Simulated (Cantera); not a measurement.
A closed system holds: 1 mol borazine, 0.44 mol NH3, 6.4 mol N2, at 1523.15 K and 17.3 Torr.

Equilibrium computed with Cantera from the NASA thermochemical tables; the gas is ideal and each condensed phase is pure. Candidate condensed phases: B, BN; 15 gas species. The feed counts by its element totals alone. Kinetics and transport are ignored.

Base state: N2 0.644, H2 0.356, H 9.11e-5 (mole fractions); condensed: BN(s).

What changes in the equilibrium state with this change: 0.036 mol O2 added?


| species | before | after |
|---|---|---|
| N2 | 0.644 | 0.643 |
| H2 | 0.356 | 0.353 |
| HBO2 | 0 | 0.00210 |
| HBO | 0 | 0.00108 |
| H2O | 0 | 0.000430 |
| B2O3 | 0 | 0.000403 |
| BN(s), mol | 3.00 | 2.96 |
Further candidate phases: B2O3, B3O3H3, H2O.
